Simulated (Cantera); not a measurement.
**Thermodynamics of silicon epitaxy and polysilicon growth, feed SiH₂Cl₂ + N₂ + Cl₂**

Charge: 1 mol SiH₂Cl₂, 4.1 mol N₂, 0.082 mol Cl₂, at 0.00133 bar.

Method: chemical equilibrium by Gibbs-energy minimisation in Cantera with the NASA 1993 tables (ideal gas, pure condensed phases). Candidate condensed phases: NH₄Cl, Si, Si₃N₄; 28 gas species. N₂ is the only nitrogen source here; it is nearly inert below about 1500 K, so the nitride shown seldom forms there in practice. The tables' values for SiCl₃ are old estimates; treat these amounts as uncertain. Rates play no part.

```tsv
T (K)	x N₂	x HCl	x SiCl₂	x H₂	x SiCl₄	n Si₃N₄(s)
948	0.658	0.237	1.78e-6	0.0653	0.0401	0.260
1023	0.656	0.244	2.39e-5	0.0614	0.0380	0.264
1098	0.654	0.250	0.000222	0.0582	0.0359	0.266
1173	0.653	0.254	0.00152	0.0559	0.0329	0.266
1248	0.651	0.253	0.00773	0.0553	0.0271	0.259
1323	0.649	0.239	0.0274	0.0589	0.0162	0.235
1398	0.648	0.207	0.0610	0.0706	0.00534	0.189
1473	0.650	0.162	0.0926	0.0891	0.00109	0.139
```
x: gas mole fraction; n: condensed amount in mol.

From 948 K to 1473 K the condensed part is Si₃N₄(s). The main Si-bearing gas is SiCl₄ at 948 K and SiCl₂ at 1473 K.
